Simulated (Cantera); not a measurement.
A closed system holds: 1 mol Si3H8, 0.45 mol Cl2, 240 mol H2, at 900 K and 240 Torr.

Method: chemical equilibrium by Gibbs-energy minimisation in Cantera with the NASA 1993 tables (ideal gas, pure condensed phases). Candidate condensed phases: Si; 19 gas species. The feed counts by its element totals alone. Kinetics and transport are ignored.

Base state: H2 0.998, HCl 0.00133, SiHCl3 0.000441, SiCl4 0.000208, SiH2Cl2 8.89e-5 (mole fractions); condensed: Si(s).

Task: What changes in the equilibrium state with this change: H2 from 240 to 40 mol?

Result: 
```csv
species,before,after
H2,0.998,0.992
SiHCl3,0.000441,0.00268
HCl,0.00133,0.00243
SiCl4,0.000208,0.00231
SiCl3,3.25e-6,1.98e-5
SiH2Cl2,8.89e-5,0.000295
"Si(s), mol",2.82,2.77
```
The tables' values for SiCl3 are old estimates; treat these amounts as uncertain.
